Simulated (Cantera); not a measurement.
Charge: 1 mol Cu, 6.5 mol CO, 33 mol H2, held at 19.0 mbar.

Equilibrium computed with Cantera from the NASA thermochemical tables; the gas is ideal and each condensed phase is pure. Candidate condensed phases: C, C6H6, C7H8, C8H18, Cu, CuO, Cu(OH)2, Cu2O, H2O; 113 gas species. Rates play no part. All values below are at 1400 K.

Base state: H2 0.835, CO 0.165, Cu 7.10e-5, H 3.23e-5, CH4 2.43e-5, H2O 2.30e-5 (mole fractions); condensed: Cu(l).

### Question
What changes in the equilibrium state with this change: Cu replaced by Si?

### Answer
| species | before | after |
|---|---|---|
| H2 | 0.835 | 0.849 |
| CO | 0.165 | 0.150 |
| SiO | 0 | 0.000301 |
| Cu | 7.10e-5 | 0 |
| H2O | 2.30e-5 | 1.14e-5 |
| CH4 | 2.43e-5 | 4.68e-5 |
| Cu(l), mol | 0.997 | 0 |
| SiC(s), mol | 0 | 0.662 |
| SiO2(β-quartz), mol | 0 | 0.326 |
Mutual solubility and eutectic melting of coexisting phases are not modelled. The tables hold silica as quartz up to 1696 K and as liquid above; real silica turns to tridymite and cristobalite and melts near 1996 K. Further candidate phases: Si, SiC, SiO2.
